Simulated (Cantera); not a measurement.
**Ignition delay**

Mixture: 18.7 % CO, 3.74 % H2, 13.9 % O2, 52.2 % N2, 11.4 % H2O, at 1.00 bar, adiabatic and at constant volume. Ignition delay is the time to a rise of 400 K.

Cantera simulation using GRI-Mech 3.0 (53 species, 325 reactions); the numbers are that mechanism's predictions, not measurements. Where the delays flatten at high temperature, the 400 K rule measures the pace of heat release, not the induction time.

```
T0 (K)  delay (ms)
------  ----------
1173         0.131
1248        0.0857
1323        0.0636
1398        0.0511
1473        0.0435
```
